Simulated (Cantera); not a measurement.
# Thermodynamics of silicon carbide growth, feed SiH₄ + C₂H₄ + H₂

Feed: 1 mol SiH₄, 0.081 mol C₂H₄, 180 mol H₂, held at 1600 °C.

Cantera equilibrium calculation (NASA polynomials, part measured and part estimated; ideal gas, pure solids and liquids). Candidate condensed phases: C, C₆H₆, C₇H₈, C₈H₁₈, Si, SiC; 87 gas species. Mutual solubility and eutectic melting of coexisting phases are not modelled. Gases not in the tables: Si₂H₆ and higher silanes. Rates play no part.

| P (Pa) | x H₂ | x H | x Si | x SiH | x Si₂C | n SiC(s) | n Si(l) |
|---|---|---|---|---|---|---|---|
| 100 | 0.975 | 0.0202 | 0.00429 | 0.000125 | 6.61e-5 | 0.149 | 0 |
| 320 | 0.986 | 0.0113 | 0.00276 | 0.000144 | 4.26e-5 | 0.154 | 0.277 |
| 1000 | 0.993 | 0.00644 | 0.000884 | 8.20e-5 | 1.36e-5 | 0.159 | 0.647 |
| 3200 | 0.996 | 0.00360 | 0.000276 | 4.59e-5 | 4.26e-6 | 0.161 | 0.769 |
| 10000 | 0.998 | 0.00204 | 8.84e-5 | 2.60e-5 | 1.36e-6 | 0.161 | 0.808 |
| 32000 | 0.999 | 0.00114 | 2.76e-5 | 1.45e-5 | 4.26e-7 | 0.161 | 0.822 |
| 100000 | 0.999 | 0.000646 | 8.84e-6 | 8.23e-6 | 1.36e-7 | 0.158 | 0.830 |
x: gas mole fraction; n: condensed amount in mol.

At 0.750 Torr the condensed part is SiC(s). From 2.40 Torr to 750 Torr the condensed part is Si(l) + SiC(s). The main Si-bearing gas is Si at 0.750 Torr and SiH₂ at 750 Torr. The share of Si in condensed phases is highest at 750 Torr (98.8 %) and lowest at 0.750 Torr (14.9 %).
